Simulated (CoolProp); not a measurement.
Acetone along the isobar 49 bar: fugacity coefficient from the reference equation and from simpler models built on Tc = 508.1 K, pc = 46.92 bar, ω = 0.307; each cubic takes its own stable root.

Model: reference Helmholtz-energy equation of state, Lemmon 2006, in CoolProp. It is a short technical equation, of lower accuracy than the large ones.

| T (K) | phase | reference |
|---|---|---|
| 456.3 | liquid | 0.3442 |
| 461.3 | liquid | 0.3674 |
| 466.3 | liquid | 0.3913 |
| 471.3 | liquid | 0.4158 |
| 476.3 | liquid | 0.4409 |
| 481.3 | liquid | 0.4664 |
| 486.4 | liquid | 0.4929 |
| 491.4 | liquid | 0.5191 |
| 496.4 | liquid | 0.5455 |
| 501.4 | liquid | 0.5720 |
| 506.4 | liquid | 0.5981 |
| 511.4 | supercritical | 0.6226 |

**Question.** How far does each simpler model (van der Waals, Redlich-Kwong, Soave-Redlich-Kwong, Peng-Robinson) lie from the reference over these 12 states: mean and median of the absolute difference, and the worst?

**Answer.** 
- van der Waals: mean 26.3 %, median 24.9 %, worst +47.4 % at 456.3 K and 49 bar
- Redlich-Kwong: mean 13.6 %, median 13.3 %, worst +22.7 % at 456.3 K and 49 bar
- Soave-Redlich-Kwong: mean 8.1 %, median 8.4 %, worst +9.4 % at 456.3 K and 49 bar
- Peng-Robinson: mean 4.2 %, median 4.4 %, worst +5.3 % at 456.3 K and 49 bar
